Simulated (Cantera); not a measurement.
A diamond (100) surface in a fixed gas of H2 with x(CH4) = 0.025, x(H) = 0.00057, x(CH3) = 2.5e-05, 0.138 atm; coverages are run to steady state.

Computed with Cantera and the Harris–Goodwin 1993 mechanism for the reconstructed diamond (100) surface.

One state of this run: growth (µm/h) = 0.174; θ c6HH = 0.456; θ c6H* = 0.0514; θ c6*H = 0.470; θ c6** = 0.0226; θ c6HM = 1.66e-5. θ: site fractions in the mechanism's names (c6HH fully hydrogenated, c6H* and c6*H radical sites, c6** diradical, c6HM methylated).

Which value of T (K) does it belong to?
(A) 1400
(B) 1025
(C) 1175
(D) 1100

A, 1400
